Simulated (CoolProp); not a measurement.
Vapour pressure (MPa) of nitrous oxide: the reference equation beside estimates from Tc = 36.4 °C, pc = 7.245 MPa, ω = 0.161. Clausius-Clapeyron is anchored at -67.25 °C with a constant enthalpy of vaporisation of 15.36 kJ/mol.

The numbers come from the reference Helmholtz-energy equation of state, Lemmon 2006 in CoolProp. It is a short technical equation, of lower accuracy than the large ones.

| T (°C) | reference | Clausius-Clapeyron | van der Waals | Redlich-Kwong |
|---|---|---|---|---|
| -67.25 | 0.3105 | 0.3105 | 1.114 | 0.4058 |
| -62.05 | 0.3930 | 0.3873 | ___ | 0.5066 |
| -56.85 | 0.4912 | 0.4780 | 1.440 | 0.6245 |
| -51.65 | 0.6069 | 0.5842 | 1.624 | 0.7611 |
| -46.45 | 0.7418 | 0.7074 | ___ | 0.9178 |
| -41.25 | 0.8979 | 0.8493 | 2.036 | 1.096 |
| -36.05 | ___ | 1.011 | 2.265 | 1.298 |
| -30.85 | ___ | 1.196 | 2.510 | 1.524 |
| -25.65 | 1.513 | 1.403 | 2.771 | 1.776 |
| -20.45 | 1.773 | 1.636 | 3.049 | 2.055 |
| -15.25 | ___ | ___ | 3.344 | 2.363 |

Q: What belongs in the gaps?

A: 
- -62.05, van der Waals: 1.270
- -46.45, van der Waals: 1.822
- -36.05, reference: 1.077
- -30.85, reference: 1.281
- -15.25, reference: 2.065
- -15.25, Clausius-Clapeyron: 1.896

Absolute difference from the reference over all 11 rows, mean and median: Clausius-Clapeyron 4.9 and 5.4 %, van der Waals 139.8 and 126.8 %, Redlich-Kwong 22.3 and 22.1 %.
